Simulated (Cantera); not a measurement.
Standard-state values (1 bar) from the NASA 1993 polynomials, evaluated with Cantera. Values are per mole of reaction as written; species without (g) are pure solids or liquids, kept so even where they would boil at 1 bar.

Task: Between 2400 and 2800 K, where is each reaction favourable under standard conditions?
- CO₂(g) + 4 TiO(g) → 2 Ti₂O₃ + C
- 6 Ti₃O₅ → 9 Ti₂O₃ + O₃(g)

Result: 
- CO₂(g) + 4 TiO(g) → 2 Ti₂O₃ + C: ΔG° is -799 kJ at 2400 K and -532 kJ at 2800 K; it stays negative (K > 1). ΔH° is -2379 kJ and ΔS° -660 J/K at 2800 K.
- 6 Ti₃O₅ → 9 Ti₂O₃ + O₃(g): ΔG° is 970 kJ at 2400 K and 954 kJ at 2800 K; it stays positive (K < 1). ΔH° is 1042 kJ and ΔS° 31 J/K at 2800 K.
